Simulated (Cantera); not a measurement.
## Thermodynamics of roasting and sulfation, feed MgO + SO3 + CO2

Input: 1 mol MgO, 0.29 mol SO3, 0.31 mol CO2, held at 0.100 bar.

Method: chemical equilibrium by Gibbs-energy minimisation in Cantera with the NASA 1993 tables (ideal gas, pure condensed phases). Candidate condensed phases: C, Mg, MgCO3, MgO, MgS, MgSO4, S; 26 gas species. Mutual solubility and eutectic melting of coexisting phases are not modelled. Kinetics and transport are ignored.

From 800 K to 1200 K the condensed part is MgO(s) + MgSO4(s). From 1300 K to 1700 K the condensed part is MgO(s).

```
T (K)  x CO2    x SO2     x O2     x SO3      x CO  n MgO(s)  n MgSO4(s)
-----  -----  -------  -------  --------  --------  --------  ----------
800    1.000  1.29e-6  6.45e-7   1.13e-8  4.84e-11     0.710       0.290
900    1.000  8.78e-5  4.39e-5   1.23e-6  6.63e-10     0.710       0.290
1000   0.996  0.00252  0.00126   5.10e-5   5.41e-9     0.711       0.289
1100   0.941   0.0384   0.0192   0.00105   2.87e-8     0.723       0.277
1200   0.441    0.364    0.182    0.0126   5.70e-8     0.975      0.0252
1300   0.417    0.384    0.192   0.00650   4.61e-7      1.00           0
1400   0.417    0.386    0.193   0.00347   2.94e-6      1.00           0
1500   0.417    0.388    0.194   0.00202   1.46e-5      1.00           0
1600   0.416    0.388    0.194   0.00125   5.96e-5      1.00           0
1700   0.416    0.389    0.194  0.000825  0.000205      1.00           0
```
x: gas mole fraction; n: condensed amount in mol.
